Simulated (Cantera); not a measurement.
Charge: 1 mol Al2O3, 26 mol H2, at 19.0 Pa.

Equilibrium computed with Cantera from the NASA thermochemical tables; the gas is ideal and each condensed phase is pure. Candidate condensed phases: Al, Al2O3, H2O; 19 gas species. The tables' values for AlOH are old estimates; treat these amounts as uncertain. Kinetics and transport are ignored.

log p: log10 of the partial pressure in bar; n: condensed amount in mol.

```tsv
T (K)	log p H2	log p H	log p H2O	log p Al	log p O	log p OH	n Al2O3(s)	n Al2O3(l)
1575	-3.72	-6.24	-8.49	-8.69	-15.04	-12.45	1.000	0
1675	-3.72	-5.80	-7.87	-8.08	-13.43	-11.26	0.999	0
1775	-3.73	?	?	?	?	?	0.998	0
1875	-3.74	-5.05	-6.85	-7.08	-10.71	-9.27	0.993	0
1975	-3.77	-4.75	-6.43	-6.66	-9.55	-8.43	0.981	0
2075	-3.81	-4.48	-6.07	-6.30	-8.49	-7.68	0.951	0
2175	-3.88	-4.25	-5.76	-5.98	-7.53	-7.00	0.886	0
2275	?	?	?	?	?	?	?	0
2375	-4.19	-3.94	-5.41	-5.46	-5.84	-5.91	0	0.432
```

Problem. Some entries are withheld; supply them.

Solution. 
- 1775, log p H: -5.40
- 1775, log p H2O: -7.33
- 1775, log p Al: -7.55
- 1775, log p O: -11.99
- 1775, log p OH: -10.21
- 2275, log p H2: -4.00
- 2275, log p H: -4.07
- 2275, log p H2O: -5.53
- 2275, log p Al: -5.71
- 2275, log p O: -6.64
- 2275, log p OH: -6.40
- 2275, n Al2O3(s): 0.746
